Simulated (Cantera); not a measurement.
Thermodynamics of metals in furnace atmospheres, feed Al + H2O + H2

A closed system holds: 1 mol Al, 0.21 mol H2O, 8.5 mol H2, at 1000 Pa.

Equilibrium computed with Cantera from the NASA thermochemical tables; the gas is ideal and each condensed phase is pure. Candidate condensed phases: Al, Al2O3, H2O; 19 gas species. Mutual solubility and eutectic melting of coexisting phases are not modelled. The numbers say what is thermodynamically allowed, not how fast it happens.

At 575 °C the condensed part is Al(s) + Al2O3(s). From 675 °C to 1275 °C the condensed part is Al(l) + Al2O3(s).

```tsv
T (°C)	x H2	x Al	x Al2O	x H	x AlH	x AlOH	n Al(s)	n Al2O3(s)	n Al(l)
575	1.00	5.02e-12	<1e-12	1.90e-10	5.36e-11	<1e-12	0.860	0.0700	0
675	1.00	6.39e-10	1.64e-11	5.24e-9	2.31e-9	<1e-12	0	0.0700	0.860
775	1.00	2.84e-8	1.77e-9	7.73e-8	4.26e-8	1.20e-12	0	0.0700	0.860
875	1.000	6.46e-7	8.28e-8	7.16e-7	4.67e-7	4.41e-11	0	0.0700	0.860
975	1.000	8.81e-6	2.05e-6	4.67e-6	3.46e-6	8.95e-10	0	0.0700	0.860
1075	1.000	8.10e-5	3.09e-5	2.31e-5	1.89e-5	1.15e-8	0	0.0699	0.859
1175	0.999	0.000544	0.000316	9.21e-5	8.09e-5	1.02e-7	0	0.0691	0.851
1275	0.994	0.00284	0.00237	0.000307	0.000285	6.82e-7	0	0.0631	0.805
```
x: gas mole fraction; n: condensed amount in mol.
